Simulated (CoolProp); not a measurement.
Values from CoolProp's reference Helmholtz-energy equation of state, Lemmon 2006. It is a short technical equation, of lower accuracy than the large ones.

**Question.** For carbonyl sulfide, give the phase and the cp (kJ/(kg K)), fugacity coefficient at 381.4 K and 114 bar; 381.4 K and 250 bar; 381.4 K and 273 bar.

**Answer.** 
- 381.4 K and 114 bar: supercritical; cp 1.81, fugacity coefficient 0.437
- 381.4 K and 250 bar: supercritical; cp 1.36, fugacity coefficient 0.273
- 381.4 K and 273 bar: supercritical; cp 1.33, fugacity coefficient 0.263
